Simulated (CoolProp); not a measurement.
A closed Brayton cycle with dry air: compressor inlet 306.15 K and 0.89 MPa, high pressure 2.03 MPa, turbine inlet 625 K, compressor efficiency 0.8, turbine efficiency 0.93, recuperator effectiveness 0.8 (on enthalpy, no pinch check). Each further row changes one setting.

The numbers come from the reference Helmholtz-energy equation of state, Lemmon 2000 in CoolProp. It is a pseudo-pure fit of the blend.

| case | thermal efficiency (%) | net work (kJ/kg) | compressor to turbine work | compressor exit (K) | turbine exit (K) |
|---|---|---|---|---|---|
| as stated | 14.8 | 21.5 | 0.83 | 407.7 | 506.7 |
| turbine inlet 575 K | ___ | ___ | ___ | 407.7 | ___ |
| compressor inlet 316.15 K | ___ | ___ | 0.85 | 420.9 | 506.7 |
| high pressure 1.73 MPa | 16.2 | 21.4 | 0.79 | 386.1 | 527.9 |
| recuperator effectiveness 0.5 | ___ | 21.5 | 0.83 | 407.7 | 506.7 |

### Question
Fill in the missing entries.

### Answer

- turbine inlet 575 K, thermal efficiency (%): 9.0
- turbine inlet 575 K, net work (kJ/kg): 11.4
- turbine inlet 575 K, compressor to turbine work: 0.90
- turbine inlet 575 K, turbine exit (K): 465.2
- compressor inlet 316.15 K, thermal efficiency (%): 12.7
- compressor inlet 316.15 K, net work (kJ/kg): 18.1
- recuperator effectiveness 0.5, thermal efficiency (%): 12.2
